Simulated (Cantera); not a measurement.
Cantera with NASA thermochemical tables; ideal gases at 1 bar, condensed phases pure. Values are per mole of reaction as written; species without (g) are pure solids or liquids, kept so even where they would boil at 1 bar.

6 BF₃(g) + 3 O₂(g) → 12 F(g) + 2 B₃O₃F₃(g), with ΔH° = 3036.4 kJ and ΔS° = 449.0 J/K at 300 K.

### Question
How far is the shortcut ΔG° ≈ ΔH°(300 K) − T·ΔS°(300 K) from the full temperature-dependent value at 723, 798, 873, 948, 1023, 1098, 1173 K?

### Answer
```json
[
 {"T (K)": "723", "shortcut (kJ)": "2711.8", "full (kJ)": "2689.7", "difference (kJ)": "22.1", "difference in log10 K": "-1.60"},
 {"T (K)": "798", "shortcut (kJ)": "2678.1", "full (kJ)": "2649.1", "difference (kJ)": "29.0", "difference in log10 K": "-1.90"},
 {"T (K)": "873", "shortcut (kJ)": "2644.4", "full (kJ)": "2608.1", "difference (kJ)": "36.4", "difference in log10 K": "-2.18"},
 {"T (K)": "948", "shortcut (kJ)": "2610.8", "full (kJ)": "2566.5", "difference (kJ)": "44.3", "difference in log10 K": "-2.44"},
 {"T (K)": "1023", "shortcut (kJ)": "2577.1", "full (kJ)": "2524.4", "difference (kJ)": "52.7", "difference in log10 K": "-2.69"},
 {"T (K)": "1098", "shortcut (kJ)": "2543.4", "full (kJ)": "2482.0", "difference (kJ)": "61.4", "difference in log10 K": "-2.92"},
 {"T (K)": "1173", "shortcut (kJ)": "2509.7", "full (kJ)": "2439.3", "difference (kJ)": "70.5", "difference in log10 K": "-3.14"}
]
```
The shortcut ignores the heat-capacity change of the reaction.
